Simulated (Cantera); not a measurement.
Feed: 1 mol Al, 16 mol CO, 110 mol N₂, at 1.40 mbar.

Equilibrium computed with Cantera from the NASA thermochemical tables; the gas is ideal and each condensed phase is pure. Candidate condensed phases: Al, AlN, Al₂O₃, C; 32 gas species. The numbers say what is thermodynamically allowed, not how fast it happens. All values below are at 1848 K.

Base state: N₂ 0.866, CO 0.126, Al 0.00786 (mole fractions); condensed: gas only.

Question: What changes in the equilibrium state with this change: pressure from 1.40 mbar to 3.70 bar?

Answer: 
```
species       before    after
-----------  -------  -------
N₂             0.866    0.873
CO             0.126    0.127
Al           0.00786  1.36e-7
AlN(s), mol        0    1.000
```
